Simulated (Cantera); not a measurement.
Charge: 1 mol SiHCl₃, 79 mol N₂, at 0.0133 bar.

Method: chemical equilibrium by Gibbs-energy minimisation in Cantera with the NASA 1993 tables (ideal gas, pure condensed phases). Candidate condensed phases: NH₄Cl, Si, Si₃N₄; 28 gas species. N₂ is the only nitrogen source here; it is nearly inert below about 1500 K, so the nitride shown seldom forms there in practice. Equilibrium is a limit: real reactors are often held back by kinetics, nucleation or transport.

What share of the Si ends up in condensed phases as a function of T (K), at 1175, 1200, 1225, 1250, 1275, 1300, 1325, 1350, 1375, 1400, 1425?


```tsv
T (K)	Si condensed (%)	as
1175	47.7	Si₃N₄(s)
1200	47.3	Si₃N₄(s)
1225	46.6	Si₃N₄(s)
1250	45.5	Si₃N₄(s)
1275	43.9	Si₃N₄(s)
1300	41.6	Si₃N₄(s)
1325	38.4	Si₃N₄(s)
1350	34.2	Si₃N₄(s)
1375	29.0	Si₃N₄(s)
1400	23.0	Si₃N₄(s)
1425	16.8	Si₃N₄(s)
```
